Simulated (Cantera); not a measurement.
A closed system holds: 1 mol Ta(OEt)₅, 2.3 mol O₂, held at 1525 K and 1.20 mbar.

Equilibrium computed with Cantera from the NASA thermochemical tables; the gas is ideal and each condensed phase is pure. Candidate condensed phases: C, C₆H₆, C₇H₈, C₈H₁₈, H₂O, Ta, TaC, Ta₂O₅; 113 gas species. The feed counts by its element totals alone. Mutual solubility and eutectic melting of coexisting phases are not modelled. TaC: taken at fixed stoichiometry. Condensed phases not in the tables: Ta₂C. The numbers say what is thermodynamically allowed, not how fast it happens.

Base state: H₂ 0.576, CO 0.423, H 0.000518, H₂O 0.000368, CO₂ 0.000100 (mole fractions); condensed: TaC(s) + Ta₂O₅(s).

What changes in the equilibrium state with this change: Ta(OEt)₅ replaced by V?


```tsv
species	before	after
O₂	<1e-9	1.000
O	<1e-9	0.000163
VO₂	0	0.000142
H₂	0.576	0
CO	0.423	0
H	0.000518	0
H₂O	0.000368	0
TaC(s), mol	0.831	0
Ta₂O₅(s), mol	0.0843	0
V₂O₄(s), mol	0	0.500
```
Condensed phases not in the tables: the oxides between V₂O₃ and V₂O₅ other than VO₂. Further candidate phases: V, VO, V₂O₃, V₂O₄, V₂O₅.

What changes in the equilibrium state with this change: Ta(OEt)₅ replaced by Cr?


| species | before | after |
|---|---|---|
| O₂ | <1e-9 | 1.000 |
| O | <1e-9 | 0.000163 |
| H₂ | 0.576 | 0 |
| CO | 0.423 | 0 |
| H | 0.000518 | 0 |
| H₂O | 0.000368 | 0 |
| CO₂ | 0.000100 | 0 |
| TaC(s), mol | 0.831 | 0 |
| Ta₂O₅(s), mol | 0.0843 | 0 |
| Cr₂O₃(s), mol | 0 | 0.500 |
Further candidate phases: Cr, Cr₂O₃.

What changes in the equilibrium state with this change: temperature from 1525 K to 1875 K?


```csv
species,before,after
H₂,0.576,0.554
CO,0.423,0.431
H,0.000518,0.0141
TaO₂,6.41e-9,5.71e-5
TaO,<1e-9,1.36e-5
H₂O,0.000368,0.000462
"TaC(s), mol",0.831,0.415
"Ta₂O₅(s), mol",0.0843,0
"Ta(s), mol",0,0.583
```
Condensed phases not in the tables: Ta₂C, N, O or C dissolved in the metal.
